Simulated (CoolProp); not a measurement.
Vapour-liquid equilibrium of methane (1) + ethane (2) at 155.6 K; x and y are mole fractions of (1).

Values from CoolProp's multi-fluid Helmholtz-energy mixture model, Setzmann 1991 and Bücker 2006; pair parameters Kunz 2012.

Q: Give the bubble pressure and the first vapour's composition at x = 0.2, 0.35, 0.8. Is there an azeotrope?

A: x = 0.2: 313.3 kPa, y = 0.955; x = 0.35: 511.4 kPa, y = 0.975; x = 0.8: 1045 kPa, y = 0.993. No azeotrope shows between x = 0.05 and 0.95.

The pair parameters rest on a limited set of measurements; away from them the model extrapolates. The gap from Raoult's law changes sign with composition, which may be real or a fault of the pair parameters; it wasn't checked against measurements.
